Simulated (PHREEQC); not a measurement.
**Alkaline etch or developer: speciation**

Dissolve 0.022 mol/kgw NH3, 0.011 mol/kgw Na2SiO3 and 0.066 mol/kgw K3PO4 at 80 °C. Closed to the air; pH follows from the charge balance.

All values are PHREEQC results (ion-association model, phreeqc.dat), not measurements.

The pH is 11.00, the ionic strength comes out as 0.352 mol/kgw and the activity of water comes out as 0.994. The density is 0.986 g/cm³ and the total alkalinity is 176 meq/kg.

```json
[
 {"species": "K+", "molality": "0.196", "activity": "0.125", "log γ": "-0.194"},
 {"species": "OH-", "molality": "0.0404", "activity": "0.0256", "log γ": "-0.199"},
 {"species": "PO4-3", "molality": "0.0344", "activity": "0.000699", "log γ": "-1.692"},
 {"species": "HPO4-2", "molality": "0.0292", "activity": "0.00614", "log γ": "-0.677"},
 {"species": "NH3", "molality": "0.0220", "activity": "0.0238", "log γ": "0.035"},
 {"species": "Na+", "molality": "0.0217", "activity": "0.0151", "log γ": "-0.157"},
 {"species": "H3SiO4-", "molality": "0.00864", "activity": "0.00560", "log γ": "-0.188"},
 {"species": "H2SiO4-2", "molality": "0.00227", "activity": "0.000508", "log γ": "-0.651"}
]
```

No solid was allowed to form. Away from 25 °C the constants follow the database's enthalpies or fits; those with neither stay at their 25 °C values.
